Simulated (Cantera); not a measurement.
# SiH₄ + CH₄ + H₂ (silicon carbide growth)

A closed system holds: 1 mol SiH₄, 0.3 mol CH₄, a varied amount of H₂, held at 2375 K and 1330 Pa.

These are equilibrium values from Cantera (NASA tables, ideal gas, pure condensed phases), not measurements of a reactor. Candidate condensed phases: C, C₆H₆, C₇H₈, C₈H₁₈, Si, SiC; 87 gas species. Gases not in the tables: Si₂H₆ and higher silanes. The numbers say what is thermodynamically allowed, not how fast it happens.

| n(H₂) (mol) | log p H₂ | log p Si | log p H | log p Si₂C | n SiC(s) |
|---|---|---|---|---|---|
| 1.1 | -2.00 | -2.77 | -2.85 | -3.76 | 0.231 |
| 1.6 | -2.00 | -2.81 | -2.85 | -3.80 | 0.229 |
| 2.2 | -1.99 | -2.86 | -2.84 | -3.85 | 0.225 |
| 3.1 | -1.98 | -2.92 | -2.84 | -3.91 | 0.219 |
| 4.5 | -1.97 | -3.00 | -2.84 | -4.00 | 0.208 |
| 6.3 | -1.96 | -3.08 | -2.83 | -4.08 | 0.189 |
| 9 | -1.96 | -3.18 | -2.83 | -4.17 | 0.153 |
| 13 | -1.95 | -3.27 | -2.83 | -4.26 | 0.0825 |
| 18 | -1.95 | -3.35 | -2.82 | -4.37 | 0 |
| 26 | -1.94 | -3.47 | -2.82 | -4.63 | 0 |
| 36 | -1.94 | -3.58 | -2.82 | -4.88 | 0 |
| 52 | -1.94 | -3.71 | -2.82 | -5.18 | 0 |
| 73 | -1.93 | -3.84 | -2.82 | -5.48 | 0 |
log p: log10 of the partial pressure in bar; n: condensed amount in mol.

From 1.1 mol H₂ to 13 mol H₂ the condensed part is SiC(s). From 18 mol H₂ to 73 mol H₂ nothing is condensed. The main Si-bearing gas is Si throughout.
